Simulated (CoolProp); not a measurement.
Vapour pressure (kPa) of R245ca: the reference equation beside estimates from Tc = 174.4 °C, pc = 3941 kPa, ω = 0.355.

The numbers come from the reference Helmholtz-energy equation of state, Zhou 2016 in CoolProp.

| T (°C) | reference | Redlich-Kwong | Peng-Robinson |
|---|---|---|---|
| 10.65 | 55.60 | 140.9 | 56.35 |
| 13.55 | 63.01 | 155.4 | 63.71 |
| 16.45 | 71.19 | 170.9 | 71.82 |
| 19.35 | 80.19 | 187.6 | 80.75 |
| 22.25 | 90.07 | 205.5 | 90.54 |
| 25.15 | 100.9 | 224.6 | 101.3 |
| 28.05 | 112.7 | 244.9 | 113.0 |
| 30.95 | 125.6 | 266.6 | 125.7 |
| 33.85 | 139.6 | 289.6 | 139.6 |
| 36.75 | 154.8 | 314.1 | 154.6 |
| 39.65 | 171.2 | 340.0 | 170.9 |
| 42.55 | 189.0 | 367.4 | 188.5 |

Absolute difference from the reference over all 12 rows, mean and median: Redlich-Kwong 121.5 and 119.9 %, Peng-Robinson 0.5 and 0.3 %.
